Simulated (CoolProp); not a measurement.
Computed with CoolProp (reference Helmholtz-energy equation of state, Lemmon 2016).

Q: Give the vapour pressure (bar), vapour density (kg/m³), liquid cp (kJ/(kg K)) of saturated R115 at -76.95, -29.05 °C.

A: 
| T (°C) | p (bar) | vapour density (kg/m³) | liquid cp (kJ/(kg K)) |
|---|---|---|---|
| -76.95 | 0.127 | 1.22 | 0.879 |
| -29.05 | 1.56 | 12.6 | 0.953 |
